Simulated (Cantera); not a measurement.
## Thermodynamics of chlorosilane synthesis and conversion, feed Si + HCl + H2

Charge: 1 mol Si, 1.9 mol HCl, 4.2 mol H2, held at 0.133 bar.

These are equilibrium values from Cantera (NASA tables, ideal gas, pure condensed phases), not measurements of a reactor. Candidate condensed phases: Si; 19 gas species. The tables' values for SiCl3, SiCl are old estimates; treat these amounts as uncertain. Rates play no part.

```json
[
 {"T (K)": "973", "log p H2": "-0.92", "log p HCl": "-2.75", "log p SiCl2": "-4.37", "log p SiCl4": "-2.08", "log p SiHCl3": "-2.50", "log p SiCl3": "-3.96", "log p SiH2Cl2": "-3.90", "n Si(s)": "0.506"},
 {"T (K)": "1048", "log p H2": "-0.93", "log p HCl": "-2.49", "log p SiCl2": "-3.78", "log p SiCl4": "-2.10", "log p SiHCl3": "-2.53", "log p SiCl3": "-3.57", "log p SiH2Cl2": "-3.90", "n Si(s)": "0.519"},
 {"T (K)": "1123", "log p H2": "-0.93", "log p HCl": "-2.27", "log p SiCl2": "-3.28", "log p SiCl4": "-2.15", "log p SiHCl3": "-2.58", "log p SiCl3": "-3.26", "log p SiH2Cl2": "-3.92", "n Si(s)": "0.535"},
 {"T (K)": "1198", "log p H2": "-0.94", "log p HCl": "-2.09", "log p SiCl2": "-2.87", "log p SiCl4": "-2.23", "log p SiHCl3": "-2.65", "log p SiCl3": "-3.02", "log p SiH2Cl2": "-3.96", "n Si(s)": "0.547"},
 {"T (K)": "1273", "log p H2": "-0.95", "log p HCl": "-1.95", "log p SiCl2": "-2.54", "log p SiCl4": "-2.37", "log p SiHCl3": "-2.77", "log p SiCl3": "-2.86", "log p SiH2Cl2": "-4.03", "n Si(s)": "0.548"},
 {"T (K)": "1348", "log p H2": "-0.96", "log p HCl": "-1.85", "log p SiCl2": "-2.29", "log p SiCl4": "-2.59", "log p SiHCl3": "-2.95", "log p SiCl3": "-2.79", "log p SiH2Cl2": "-4.14", "n Si(s)": "0.536"},
 {"T (K)": "1423", "log p H2": "-0.97", "log p HCl": "-1.79", "log p SiCl2": "-2.13", "log p SiCl4": "-2.90", "log p SiHCl3": "-3.19", "log p SiCl3": "-2.82", "log p SiH2Cl2": "-4.30", "n Si(s)": "0.516"},
 {"T (K)": "1498", "log p H2": "-0.98", "log p HCl": "-1.76", "log p SiCl2": "-2.04", "log p SiCl4": "-3.29", "log p SiHCl3": "-3.49", "log p SiCl3": "-2.92", "log p SiH2Cl2": "-4.49", "n Si(s)": "0.497"},
 {"T (K)": "1573", "log p H2": "-0.98", "log p HCl": "-1.75", "log p SiCl2": "-2.00", "log p SiCl4": "-3.70", "log p SiHCl3": "-3.80", "log p SiCl3": "-3.06", "log p SiH2Cl2": "-4.69", "n Si(s)": "0.484"},
 {"T (K)": "1648", "log p H2": "-0.98", "log p HCl": "-1.75", "log p SiCl2": "-1.97", "log p SiCl4": "-4.10", "log p SiHCl3": "-4.11", "log p SiCl3": "-3.21", "log p SiH2Cl2": "-4.89", "n Si(s)": "0.474"}
]
```
log p: log10 of the partial pressure in bar; n: condensed amount in mol.

From 973 K to 1648 K the condensed part is Si(s). The main Si-bearing gas is SiCl4 at 973 K and SiCl2 at 1648 K. The share of Si in condensed phases is highest at 1273 K (54.8 %) and lowest at 1648 K (47.4 %).
